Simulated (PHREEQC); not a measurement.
0.068 g of hydrous ferric oxide (600 m²/g; 0.2 weak and 0.005 strong sites per Fe, Dzombak-Morel constants, diffuse double layer) in 1 kg of water with 0.1 mol/kgw of an inert sodium salt and 3.4e-05 mol/kgw NiCl2 and 7.9e-06 mol/kgw BaCl2, at 25 °C; the pH is set by adding NaOH or the inert anion's acid. O2 is buffered at 0.21 atm. The system is closed to CO2. Precipitation was switched off in this run.

The series has 17 steps of pH, from 4 to 10.

The numbers come from PHREEQC with the ion-association model, wateq4f.dat.

### Question
Near which pH is half of the Ni sorbed, and on which side is more sorbed?

### Answer
Near pH 7.5, with more sorbed at higher pH.

### Question
At which pH does the surface charge pass through zero?

### Answer
Near pH 8.6.

Along this series the solution becomes supersaturated in solids that the run did not let form, among them Ni(OH)2.
